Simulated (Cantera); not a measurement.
A closed system holds: 1 mol Si2H6, 5 mol N2, equilibrated at 1525 K and 10000 Pa.

These are equilibrium values from Cantera (NASA tables, ideal gas, pure condensed phases), not measurements of a reactor. Candidate condensed phases: Si, Si3N4; 18 gas species. The feed counts by its element totals alone. Equilibrium is a limit: real reactors are often held back by kinetics, nucleation or transport.

Base state: N2 0.550, H2 0.450, H 5.02e-5 (mole fractions); condensed: Si3N4(s).

What changes in the equilibrium state with this change: Si2H6 replaced by SiH4?


| species | before | after |
|---|---|---|
| N2 | 0.550 | 0.684 |
| H2 | 0.450 | 0.316 |
| H | 5.02e-5 | 4.20e-5 |
| Si3N4(s), mol | 0.667 | 0.333 |
